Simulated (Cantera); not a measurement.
Premixed flame

A freely propagating, adiabatic, planar premixed flame of 4.97 % CO, 3.33 % H2, 7.46 % CH4, 19.6 % O2, 64.6 % N2, equivalence ratio 0.97, unburnt at 673 K and 0.970 bar; mixture-averaged transport, grid criteria slope 0.08 and curve 0.16, no radiation.

Computed with Cantera and GRI-Mech 3.0 (53 species, 325 reactions). Burning velocities carry a grid error of a few per cent, more on coarse grids.

| z (mm) | T (K) | u (m/s) | x CO | x H2 | x CH4 | x HCN | x CH2 | x C2H2 |
|---|---|---|---|---|---|---|---|---|
| -0.791 | 673 | 2.63 | 0.0497 | 0.0333 | 0.0746 | <1e-8 | <1e-8 | <1e-8 |
| -0.527 | 673 | 2.63 | 0.0497 | 0.0333 | 0.0745 | <1e-8 | <1e-8 | <1e-8 |
| -0.395 | 675 | 2.64 | 0.0497 | 0.0334 | 0.0745 | <1e-8 | <1e-8 | <1e-8 |
| -0.264 | 694 | 2.72 | 0.0499 | 0.0335 | 0.0735 | <1e-8 | <1e-8 | 1.01e-7 |
| -0.132 | 941 | 3.70 | 0.0547 | 0.0338 | 0.0613 | 1.23e-7 | 6.25e-7 | 4.09e-6 |
| -0.0659 | 1324 | 5.26 | 0.0671 | 0.0337 | 0.0379 | 5.50e-7 | 1.33e-5 | 2.07e-5 |
| 0 | 1738 | 6.96 | 0.0829 | 0.0300 | 0.0106 | 1.57e-6 | 5.93e-5 | 5.18e-5 |
| 0.0659 | 1926 | 7.73 | 0.0815 | 0.0221 | 0.00106 | 1.63e-6 | 1.94e-5 | 1.34e-5 |
| 0.132 | 1981 | 7.92 | 0.0707 | 0.0178 | 5.44e-5 | 7.31e-7 | 1.34e-6 | 5.75e-7 |
| 0.264 | 2040 | 8.10 | 0.0562 | 0.0168 | 1.52e-7 | 9.30e-8 | <1e-8 | <1e-8 |
| 0.527 | 2117 | 8.34 | 0.0468 | 0.0166 | <1e-8 | <1e-8 | <1e-8 | <1e-8 |
| 1.05 | 2211 | 8.66 | 0.0426 | 0.0149 | <1e-8 | <1e-8 | <1e-8 | <1e-8 |
| 2.11 | 2314 | 8.99 | 0.0383 | 0.0124 | <1e-8 | <1e-8 | <1e-8 | <1e-8 |
x: mole fraction of selected species; z is measured from the peak of heat release.

| Quantity | Value |
|---|---|
| laminar burning velocity | 263 cm/s |
| thermal thickness | 0.264 mm |
| peak x(HCN) | 1.85e-6 |
| peak x(CH2) | 5.95e-5 |
| peak x(C2H2) | 5.18e-5 |
| grid points | 155 |
